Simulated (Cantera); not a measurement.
A jet of H₂ : O₂ : N₂ = 0.014 : 0.2 : 0.79 (molar parts) at 300 K and 21.8 Torr hits a platinum plate 2.5 cm away at a mass flux of 0.027 kg/m²/s; the plate temperature is set and raised in steps from an oxygen-covered start.

Computed with Cantera and Deutschmann's 1995 Pt surface mechanism with GRI-Mech 3.0 gas chemistry. Catalytic surfaces can have several steady states; this one follows from the mechanism file's or the stated starting coverage.

One state of this run: wall x H₂ = 0.00217; wall x O₂ = 0.187; wall x H₂O = 0.0218; wall x OH = <1e-8; θ free Pt = 0.114; θ O* = 0.885; θ OH* = 0.000871. x: mole fraction at the wall; θ: surface coverage.

**Question.** Which value of plate T (K) does it belong to?
A. 900
B. 800
C. 600
D. 750

**Answer.** B, 800
